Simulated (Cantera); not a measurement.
Feed: 1 mol SiH₂Cl₂, 2.5 mol HCl, 87 mol H₂, held at 1200 Torr.

These are equilibrium values from Cantera (NASA tables, ideal gas, pure condensed phases), not measurements of a reactor. Candidate condensed phases: Si; 19 gas species. Gases not in the tables: Si₂H₆ and higher silanes. Rates play no part.

Question: Which condensed phases are stable at each of these points (T (K)): 873, 948, 1023, 1098, 1173, 1248, 1323, 1398, 1473, 1548, 1623, 1698, 1773?

Answer: 
```
T (K)  condensed phases  Si condensed (%)
-----  ----------------  ----------------
873            gas only               0.0
948            gas only               0.0
1023           gas only               0.0
1098           gas only               0.0
1173              Si(s)               4.2
1248              Si(s)              18.7
1323              Si(s)              31.6
1398              Si(s)              40.7
1473              Si(s)              45.5
1548              Si(s)              47.4
1623              Si(s)              47.8
1698              Si(l)              47.9
1773              Si(l)              51.8
```

From 873 K to 1098 K nothing is condensed. From 1173 K to 1623 K the condensed part is Si(s). From 1698 K to 1773 K the condensed part is Si(l).
